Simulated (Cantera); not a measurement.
Gas mixture: NO = 0.91 (molar parts), at 1.00 atm, frozen composition.

Cantera's kinetic-theory transport with the Lennard-Jones parameters of GRI-Mech 3.0, ideal gas; thermal conductivity in the multicomponent form.

D: mixture-averaged diffusion coefficient of that species in the mixture.

| T (K) | ρ (kg/m³) | cp (J/kg/K) | μ (µPa s) | λ (mW/m/K) | Pr | D (cm²/s) C2H2 | D (cm²/s) NH3 | D (cm²/s) O |
|---|---|---|---|---|---|---|---|---|
| 400 | 0.914 | 998.6 | 23.1 | 32.5 | 0.711 | 0.276 | ___ | 0.527 |
| 500 | 0.731 | 1016 | 27.0 | 38.7 | 0.709 | 0.409 | ___ | 0.771 |
| 600 | 0.609 | 1041 | 30.6 | 45.0 | 0.708 | 0.561 | ___ | 1.05 |
| 700 | 0.522 | 1067 | 34.0 | 51.2 | 0.708 | 0.731 | ___ | 1.36 |
| 800 | 0.457 | 1092 | 37.1 | 57.3 | 0.708 | 0.918 | ___ | 1.70 |
| 900 | 0.406 | 1114 | 40.1 | 63.1 | 0.707 | 1.12 | ___ | 2.07 |
| 1000 | 0.366 | 1133 | 42.9 | 68.8 | 0.707 | 1.34 | ___ | 2.47 |

Problem. Fill in the missing entries.

Solution. 
- 400, D (cm²/s) NH3: 0.377
- 500, D (cm²/s) NH3: 0.570
- 600, D (cm²/s) NH3: 0.793
- 700, D (cm²/s) NH3: 1.04
- 800, D (cm²/s) NH3: 1.32
- 900, D (cm²/s) NH3: 1.62
- 1000, D (cm²/s) NH3: 1.94
